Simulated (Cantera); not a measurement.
Formation from one mole of O2

Standard-state values (1 bar) from the NASA 1993 polynomials, evaluated with Cantera. Values are per mole of reaction as written; species without (g) are pure solids or liquids, kept so even where they would boil at 1 bar.

1.2 Ti + O2(g) = 0.4 Ti3O5

```json
[
 {"T (K)": "300", "ΔH° (kJ)": "-983.7", "ΔS° (J/K)": "-190.3", "ΔG° (kJ)": "-926.6", "log10 K": "161.33", "condensed phases": "Ti(α), Ti3O5(s)"},
 {"T (K)": "1348", "ΔH° (kJ)": "-972.1", "ΔS° (J/K)": "-167.8", "ΔG° (kJ)": "-746.0", "log10 K": "28.90", "condensed phases": "Ti(β), Ti3O5(s)"},
 {"T (K)": "1398", "ΔH° (kJ)": "-971.2", "ΔS° (J/K)": "-167.1", "ΔG° (kJ)": "-737.6", "log10 K": "27.56", "condensed phases": "Ti(β), Ti3O5(s)"},
 {"T (K)": "1448", "ΔH° (kJ)": "-970.3", "ΔS° (J/K)": "-166.5", "ΔG° (kJ)": "-729.2", "log10 K": "26.31", "condensed phases": "Ti(β), Ti3O5(s)"},
 {"T (K)": "1498", "ΔH° (kJ)": "-969.4", "ΔS° (J/K)": "-165.9", "ΔG° (kJ)": "-720.9", "log10 K": "25.14", "condensed phases": "Ti(β), Ti3O5(s)"},
 {"T (K)": "1548", "ΔH° (kJ)": "-968.6", "ΔS° (J/K)": "-165.3", "ΔG° (kJ)": "-712.6", "log10 K": "24.05", "condensed phases": "Ti(β), Ti3O5(s)"},
 {"T (K)": "1598", "ΔH° (kJ)": "-967.7", "ΔS° (J/K)": "-164.8", "ΔG° (kJ)": "-704.4", "log10 K": "23.02", "condensed phases": "Ti(β), Ti3O5(s)"},
 {"T (K)": "1648", "ΔH° (kJ)": "-966.8", "ΔS° (J/K)": "-164.2", "ΔG° (kJ)": "-696.2", "log10 K": "22.07", "condensed phases": "Ti(β), Ti3O5(s)"},
 {"T (K)": "1698", "ΔH° (kJ)": "-965.9", "ΔS° (J/K)": "-163.7", "ΔG° (kJ)": "-688.0", "log10 K": "21.16", "condensed phases": "Ti(β), Ti3O5(s)"},
 {"T (K)": "1748", "ΔH° (kJ)": "-965.1", "ΔS° (J/K)": "-163.2", "ΔG° (kJ)": "-679.8", "log10 K": "20.31", "condensed phases": "Ti(β), Ti3O5(s)"},
 {"T (K)": "1798", "ΔH° (kJ)": "-964.2", "ΔS° (J/K)": "-162.7", "ΔG° (kJ)": "-671.7", "log10 K": "19.51", "condensed phases": "Ti(β), Ti3O5(s)"}
]
```

V + O2(g) = VO2(g)

| T (K) | ΔH° (kJ) | ΔS° (J/K) | ΔG° (kJ) | log10 K |
|---|---|---|---|---|
| 300 | -232.7 | 31.1 | -242.0 | 42.13 |
| 1348 | -242.2 | 17.9 | -266.3 | 10.32 |
| 1398 | -242.8 | 17.4 | -267.2 | 9.98 |
| 1448 | -243.5 | 17.0 | -268.0 | 9.67 |
| 1498 | -244.2 | 16.5 | -268.9 | 9.37 |
| 1548 | -244.9 | 16.0 | -269.7 | 9.10 |
| 1598 | -245.7 | 15.5 | -270.5 | 8.84 |
| 1648 | -246.5 | 15.0 | -271.2 | 8.60 |
| 1698 | -247.3 | 14.5 | -272.0 | 8.37 |
| 1748 | -248.1 | 14.0 | -272.7 | 8.15 |
| 1798 | -249.0 | 13.5 | -273.4 | 7.94 |

Zr + O2(g) = ZrO2(g)

```tsv
T (K)	ΔH° (kJ)	ΔS° (J/K)	ΔG° (kJ)	log10 K	condensed phases
300	-286.2	29.7	-295.1	51.38	Zr(α)
1348	-298.2	15.1	-318.6	12.35	Zr(β)
1398	-298.7	14.8	-319.3	11.93	Zr(β)
1448	-299.1	14.5	-320.1	11.55	Zr(β)
1498	-299.5	14.2	-320.8	11.19	Zr(β)
1548	-300.0	13.9	-321.5	10.85	Zr(β)
1598	-300.5	13.6	-322.2	10.53	Zr(β)
1648	-301.0	13.3	-322.9	10.23	Zr(β)
1698	-301.5	12.9	-323.5	9.95	Zr(β)
1748	-302.1	12.6	-324.1	9.69	Zr(β)
1798	-302.7	12.3	-324.8	9.43	Zr(β)
```

1.143 Ti + O2(g) = 0.2857 Ti4O7

```json
[
 {"T (K)": "300", "ΔH° (kJ)": "-972.7", "ΔS° (J/K)": "-183.5", "ΔG° (kJ)": "-917.7", "log10 K": "159.78", "condensed phases": "Ti(α), Ti4O7(s)"},
 {"T (K)": "1348", "ΔH° (kJ)": "-964.8", "ΔS° (J/K)": "-171.0", "ΔG° (kJ)": "-734.3", "log10 K": "28.45", "condensed phases": "Ti(β), Ti4O7(s)"},
 {"T (K)": "1398", "ΔH° (kJ)": "-964.0", "ΔS° (J/K)": "-170.4", "ΔG° (kJ)": "-725.7", "log10 K": "27.12", "condensed phases": "Ti(β), Ti4O7(s)"},
 {"T (K)": "1448", "ΔH° (kJ)": "-963.2", "ΔS° (J/K)": "-169.9", "ΔG° (kJ)": "-717.2", "log10 K": "25.87", "condensed phases": "Ti(β), Ti4O7(s)"},
 {"T (K)": "1498", "ΔH° (kJ)": "-962.5", "ΔS° (J/K)": "-169.4", "ΔG° (kJ)": "-708.8", "log10 K": "24.71", "condensed phases": "Ti(β), Ti4O7(s)"},
 {"T (K)": "1548", "ΔH° (kJ)": "-961.8", "ΔS° (J/K)": "-168.9", "ΔG° (kJ)": "-700.3", "log10 K": "23.63", "condensed phases": "Ti(β), Ti4O7(s)"},
 {"T (K)": "1598", "ΔH° (kJ)": "-961.2", "ΔS° (J/K)": "-168.5", "ΔG° (kJ)": "-691.9", "log10 K": "22.61", "condensed phases": "Ti(β), Ti4O7(s)"},
 {"T (K)": "1648", "ΔH° (kJ)": "-960.6", "ΔS° (J/K)": "-168.2", "ΔG° (kJ)": "-683.4", "log10 K": "21.66", "condensed phases": "Ti(β), Ti4O7(s)"},
 {"T (K)": "1698", "ΔH° (kJ)": "-960.0", "ΔS° (J/K)": "-167.8", "ΔG° (kJ)": "-675.0", "log10 K": "20.77", "condensed phases": "Ti(β), Ti4O7(s)"},
 {"T (K)": "1748", "ΔH° (kJ)": "-959.5", "ΔS° (J/K)": "-167.5", "ΔG° (kJ)": "-666.7", "log10 K": "19.92", "condensed phases": "Ti(β), Ti4O7(s)"},
 {"T (K)": "1798", "ΔH° (kJ)": "-959.0", "ΔS° (J/K)": "-167.2", "ΔG° (kJ)": "-658.3", "log10 K": "19.12", "condensed phases": "Ti(β), Ti4O7(s)"}
]
```
